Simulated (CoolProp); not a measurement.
A Linde-Hampson liquefier for carbon monoxide: isothermal reversible compression at 290 K from 1 atm to 20 MPa, throttling to 1 atm, return gas leaving the recuperator 5 K below the feed. Each further row changes one setting.

Values from CoolProp's reference Helmholtz-energy equation of state, Lemmon 2006. It is a short technical equation, of lower accuracy than the large ones.

```
case                        liquid yield per pass  compression work (kJ/kg of gas)
--------------------------  ---------------------  -------------------------------
as stated                              (withheld)                              453
high pressure 40 MPa                        0.106                       (withheld)
warm-end temperature 320 K                  0.059                       (withheld)
warm-end gap 10 K                           0.071                              453
```

Task: Fill in the missing entries.

Result: 
- as stated, liquid yield per pass: 0.083
- high pressure 40 MPa, compression work (kJ/kg of gas): 519
- warm-end temperature 320 K, compression work (kJ/kg of gas): 503
